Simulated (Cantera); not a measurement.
An isothermal, constant-pressure homogeneous reactor starts with 2.91 % H2, 97.1 % O2, at 1075 K and 470 Pa.

Detailed kinetics in Cantera: GRI-Mech 3.0 (53 species, 325 reactions). Radical loss at walls, strong at low pressure, is not modelled.

x: mole fraction; the columns are a selection and need not sum to one.

```csv
t (s),x H2,x O2,x OH,x HO2,x H2O
0.000400,0.0291,0.971,1.19e-10,2.61e-10,4.57e-11
0.000768,0.0291,0.971,3.26e-10,5.01e-10,2.46e-10
0.00147,0.0291,0.971,1.01e-9,9.64e-10,1.36e-9
0.00283,0.0291,0.971,4.99e-9,(withheld),1.00e-8
0.00543,0.0291,0.971,7.95e-8,(withheld),1.87e-7
0.0104,0.0291,0.971,1.47e-5,(withheld),3.54e-5
0.0200,0.00496,0.953,0.00289,(withheld),0.0197
0.0384,0.000347,0.949,0.00139,1.29e-6,0.0261
0.0737,0.000281,0.951,0.00127,1.23e-6,0.0267
0.141,0.000227,0.955,0.00114,1.16e-6,0.0273
0.271,0.000156,0.960,0.000946,(withheld),0.0281
0.521,8.54e-5,0.965,0.000699,(withheld),0.0288
1.00,3.60e-5,0.968,0.000454,(withheld),0.0292
```

**Question.** Some entries are withheld; supply them.

**Answer.** 
- 0.00283, x HO2: 1.87e-9
- 0.00543, x HO2: 4.00e-9
- 0.0104, x HO2: 9.12e-8
- 0.0200, x HO2: 1.63e-6
- 0.271, x HO2: 1.03e-6
- 0.521, x HO2: 8.28e-7
- 1.00, x HO2: 5.72e-7
